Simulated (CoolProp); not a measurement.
Vapour-liquid equilibrium of carbon dioxide (1) + 1-butene (2) at 5.63 bar; x and y are mole fractions of (1).

The numbers come from the multi-fluid Helmholtz-energy mixture model, Span 1996 and Lemmon 2005; pair parameters Bell 2016 in CoolProp.

Task: Give the bubble temperature and the first vapour's composition at x = 0.15, 0.45, 0.65. Is there an azeotrope?

Result: x = 0.15: 263.7 K, y = 0.847; x = 0.45: 232.2 K, y = 0.973; x = 0.65: 226.0 K, y = 0.985. No azeotrope shows between x = 0.05 and 0.95.

The pair parameters rest on a limited set of measurements; away from them the model extrapolates. The gap from Raoult's law changes sign with composition, which may be real or a fault of the pair parameters; it wasn't checked against measurements.
